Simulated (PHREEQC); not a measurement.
Synthetic water in mmol/kgw, 25 °C, pH 5.6, pe -1.8:

```csv
constituent,mmol/kgw
Na,0.0987
K,0.0139
Ca,0.0814
Mg,0.0137
Cl,0.033
S(6),0.0603
Alkalinity (meq/kgw),0.153
Li,0.000232
Fe(2),0.00314
Zn,0.000218
```

Valence states are taken as typed.

The numbers come from PHREEQC with the ion-association model, phreeqc.dat.

```tsv
quantity	before	after
CaSO4 (mol/kgw)	6.99e-7	8.84e-6
MgSO4 (mol/kgw)	1.55e-7	1.95e-6
CaHCO3+ (mol/kgw)	1.45e-7	2.04e-6
FeHCO3+ (mol/kgw)	4.33e-8	5.94e-7
SI of Siderite (FeCO3)	-3.21	-2.09
SI of Gypsum (CaSO4:2H2O)	-3.82	-2.72
```

Question: What was changed between the two runs?
A) temperature from 25 to 35 °C at the same typed pH
B) Na from 0.0987 to 0.0493 mmol/kgw
C) pH from 5.6 to 5.5 at the same alkalinity
D) all concentrations times 4 at the same typed pH

Answer: D, all concentrations times 4 at the same typed pH

Precipitation was switched off in this run.
